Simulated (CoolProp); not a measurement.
Vapour-liquid equilibrium of R113 (1) + n-hexane (2) at 326 K; x and y are mole fractions of (1).

Values from CoolProp's multi-fluid Helmholtz-energy mixture model, Marx 1992 and Thol 2019; pair parameters Bell 2016.

```csv
x,bubble pressure (MPa),y at the bubble point,dew pressure at overall composition x (MPa),liquid density (mol/L)
0.05,0.06480,0.120,0.06182,7.324
0.15,0.07371,0.300,0.06617,7.379
0.25,0.08148,0.432,0.07106,7.438
0.35,0.08833,0.535,0.07654,7.498
0.45,0.09446,0.622,0.08265,7.562
0.55,0.1000,0.698,0.08934,7.630
0.65,0.1051,0.767,0.09650,7.700
0.75,0.1098,0.833,0.1038,7.775
0.85,0.1142,0.899,0.1110,7.853
0.95,0.1183,0.965,0.1174,7.936
```

No azeotrope shows between x = 0.05 and 0.95.

The pair parameters rest on a limited set of measurements; away from them the model extrapolates.
